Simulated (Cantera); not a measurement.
Input (Python, Cantera):

```python
import numpy as np
import cantera as ct

gas = ct.Solution("gri30.yaml")
gas.TPX = 1300, 300, {'H2': 0.0075, 'O2': 1, 'N2': 1.6}
reactor = ct.IdealGasConstPressureReactor(gas, energy="off", clone=False)
net = ct.ReactorNet([reactor])
net.rtol, net.atol = 1e-08, 1e-18
show = ['H2', 'O2', 'H2O', 'HO2', 'H', 'NO']
times = np.geomspace(1e-06, 200, 11)

steps = ct.SolutionArray(gas, extra=["t"])
rows = []
print(f"{'t/s':>10s}{'T/K':>9s}{'P/Pa':>11s}" + "".join(f"{s:>11s}" for s in show))
for t in times:
    while net.time < t:
        t_next = net.step()
        steps.append(gas.state, t=t_next)
    rows.append([np.interp(t, steps.t, y) for y in (steps.T, steps.P, *steps(*show).X.T)])
    print(f"{t:10.3e}{rows[-1][0]:9.1f}{rows[-1][1]:11.4g}" + "".join(f"{x:11.3e}" for x in rows[-1][2:]))
rate = np.gradient(steps.T, steps.t)
print("integrator steps:", len(steps.t))
if steps.T.max() > steps.T[0] + 200:
    print(f"time of steepest temperature rise: {steps.t[rate.argmax()]:.4e} s")
gas.TPX = 1300, 300, {'H2': 0.0075, 'O2': 1, 'N2': 1.6}
gas.equilibrate("TP")
print(f"equilibrium (TP): T = {gas.T:.1f} K  " + "  ".join(f"{s} {gas[s].X[0]:.3e}" for s in show))
```

Output:

```
       t/s      T/K       P/Pa         H2         O2        H2O        HO2          H         NO
 1.000e-06   1300.0        300  2.876e-03  3.835e-01  2.382e-19  1.305e-12  1.303e-12  3.869e-28
 6.762e-06   1300.0        300  2.876e-03  3.835e-01  5.170e-17  8.824e-12  8.731e-12  8.513e-26
 4.573e-05   1300.0        300  2.876e-03  3.835e-01  1.470e-14  5.967e-11  5.558e-11  2.632e-23
 3.092e-04   1300.0        300  2.876e-03  3.835e-01  3.681e-12  4.035e-10  2.619e-10  8.858e-21
 2.091e-03   1300.0        300  2.876e-03  3.835e-01  4.978e-10  2.727e-09  6.073e-10  1.600e-18
 1.414e-02   1300.0        300  2.876e-03  3.835e-01  6.064e-08  1.837e-08  5.970e-09  2.381e-16
 9.564e-02   1300.0        300  2.731e-04  3.810e-01  2.250e-03  6.899e-08  1.286e-04  6.635e-11
 6.467e-01   1300.0        300  8.695e-06  3.808e-01  2.679e-03  4.221e-08  7.484e-05  2.628e-09
 4.373e+00   1300.0        300  7.200e-06  3.811e-01  2.704e-03  3.838e-08  5.589e-05  2.149e-08
 2.958e+01   1300.0        300  2.739e-06  3.820e-01  2.785e-03  2.285e-08  1.276e-05  8.541e-08
 2.000e+02   1300.0        300  2.229e-07  3.826e-01  2.856e-03  4.831e-09  2.895e-07  1.521e-07
integrator steps: 1008
equilibrium (TP): T = 1300.0 K  H2 7.419e-09  O2 3.824e-01  H2O 2.876e-03  HO2 2.330e-09  H 1.751e-09  NO 4.741e-04
```

Detailed kinetics in Cantera: GRI-Mech 3.0 (53 species, 325 reactions). Radical loss at walls, strong at low pressure, is not modelled.
